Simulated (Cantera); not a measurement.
Hydrocarbon pyrolysis for carbon deposition

An isothermal, constant-pressure homogeneous reactor starts with 10.3 % C₂H₄, 89.7 % H₂, at 1675 K and 0.513 atm.

Detailed kinetics in Cantera: GRI-Mech 3.0 (53 species, 325 reactions). GRI-Mech 3.0 was tuned for natural gas; its chemistry of ethylene as a main component is partial and can be far from experiment. GRI-Mech 3.0 stops at C3 and has no aromatics, soot or wall deposition, so with more carbon than oxygen in the feed, carbon stays in small species such as C2H2 where larger ones or solid carbon would form.

| t (s) | x C₂H₄ | x H₂ | x CH₄ | x C₂H₆ | x C₂H₂ | x CH₃ | x C₂H |
|---|---|---|---|---|---|---|---|
| 2.00e-6 | 0.103 | 0.897 | 9.76e-12 | 1.74e-9 | 2.81e-5 | 1.90e-11 | <1e-12 |
| 7.52e-6 | 0.103 | 0.897 | 5.82e-10 | 1.69e-8 | 0.000107 | 3.13e-10 | <1e-12 |
| 2.83e-5 | 0.103 | 0.897 | 2.81e-8 | 1.87e-7 | 0.000412 | 3.98e-9 | 5.01e-12 |
| 0.000106 | 0.101 | 0.897 | 1.26e-6 | 2.10e-6 | 0.00172 | 4.72e-8 | 8.40e-11 |
| 0.000400 | 0.0927 | 0.898 | 5.01e-5 | 1.83e-5 | 0.00934 | 5.15e-7 | 2.32e-9 |
| 0.00150 | 0.0490 | 0.902 | 0.000617 | 2.16e-5 | 0.0487 | 1.89e-6 | 2.42e-8 |
| 0.00565 | 0.00452 | 0.905 | 0.00136 | 2.47e-6 | 0.0888 | 4.37e-6 | 6.81e-8 |
| 0.0212 | 0.00248 | 0.905 | 0.00206 | 1.43e-6 | 0.0904 | 7.82e-6 | 8.31e-8 |
| 0.0799 | 0.00245 | 0.903 | 0.00451 | 1.47e-6 | 0.0894 | 1.67e-5 | 8.06e-8 |
| 0.300 | 0.00237 | 0.899 | 0.0118 | 1.87e-6 | 0.0865 | 4.21e-5 | 7.52e-8 |
| 1.13 | 0.00228 | 0.895 | 0.0195 | 2.72e-6 | 0.0834 | 6.78e-5 | 7.08e-8 |
| 4.24 | 0.00228 | 0.894 | 0.0199 | 2.78e-6 | 0.0833 | 6.92e-5 | 7.06e-8 |
| 16.0 | 0.00228 | 0.894 | 0.0199 | 2.78e-6 | 0.0833 | 6.92e-5 | 7.06e-8 |
| 60.0 | 0.00228 | 0.894 | 0.0199 | 2.78e-6 | 0.0833 | 6.92e-5 | 7.06e-8 |
x: mole fraction; the columns are a selection and need not sum to one.

Equilibrium at this temperature and pressure: C₂H₄ 0.00228, H₂ 0.894, CH₄ 0.0199, C₂H₆ 2.78e-6, C₂H₂ 0.0833, CH₃ 6.92e-5, C₂H 7.06e-8 (gas phase only).
